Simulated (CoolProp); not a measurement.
A single-stage vapour-compression cycle with R142b: evaporating at 324.15 K (dew point), condensing at 352.15 K (bubble point), superheat 10 K, subcooling 0 K, compressor efficiency 0.9, no pressure losses. Each further row changes one setting.

Computed with CoolProp (reference Helmholtz-energy equation of state, Lemmon 2006). It is a short technical equation, of lower accuracy than the large ones.

```
case                              cooling COP  pressure ratio  discharge temperature (K)  refrigerating effect (kJ/kg)  volumetric capacity (kJ/m³)
--------------------------------  -----------  --------------  -------------------------  ----------------------------  ---------------------------
as stated                                   …            1.93                      362.9                           153                         4460
evaporating temperature 329.15 K         11.1            1.70                      362.7                           156                            …
condensing temperature 347.15 K          11.0            1.73                      357.8                           160                         4680
subcooling 5 K                           9.20            1.93                      362.9                           160                            …
superheat 20 K                           8.89            1.93                      372.5                           163                         4540
compressor efficiency 0.8                   …            1.93                      364.7                           153                         4460
```

What belongs in the gaps?


- as stated, cooling COP: 8.77
- evaporating temperature 329.15 K, volumetric capacity (kJ/m³): 5160
- subcooling 5 K, volumetric capacity (kJ/m³): 4690
- compressor efficiency 0.8, cooling COP: 7.79
